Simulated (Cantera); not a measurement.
Charge: 1 mol Si, 0.22 mol Cl₂, 0.08 mol O₂, held at 1450 °C and 10.0 Torr.

Method: chemical equilibrium by Gibbs-energy minimisation in Cantera with the NASA 1993 tables (ideal gas, pure condensed phases). Candidate condensed phases: Si, SiO₂; 15 gas species. The tables' values for SiCl₃, SiCl are old estimates; treat these amounts as uncertain. The numbers say what is thermodynamically allowed, not how fast it happens.

Question: What is the equilibrium state?

Answer: 
| Quantity | Result |
|---|---|
| x(SiCl₂) | 0.554 |
| x(SiO) | 0.425 |
| x(SiCl₃) | 0.0184 |
| x(SiCl₄) | 0.00115 |
| x(Cl) | 0.000490 |
| x(SiCl) | 0.000476 |
| x(Si) | 7.38e-5 |
| n(Si(l)) | 0.624 mol |
| gas amount | 0.3763 mol |
